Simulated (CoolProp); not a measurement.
Vapour-liquid equilibrium of carbon monoxide (1) + methane (2) at 109.9 K; x and y are mole fractions of (1).

Values from CoolProp's multi-fluid Helmholtz-energy mixture model, Lemmon 2006 and Setzmann 1991; pair parameters Kunz 2012.

Q: Give the bubble pressure and the first vapour's composition at x = 0.05, 0.2, 0.65. Is there an azeotrope?

A: x = 0.05: 0.1421 MPa, y = 0.404; x = 0.2: 0.3141 MPa, y = 0.758; x = 0.65: 0.7517 MPa, y = 0.938. No azeotrope shows between x = 0.05 and 0.95.

The pair parameters rest on a limited set of measurements; away from them the model extrapolates. The gap from Raoult's law changes sign with composition, which may be real or a fault of the pair parameters; it wasn't checked against measurements.
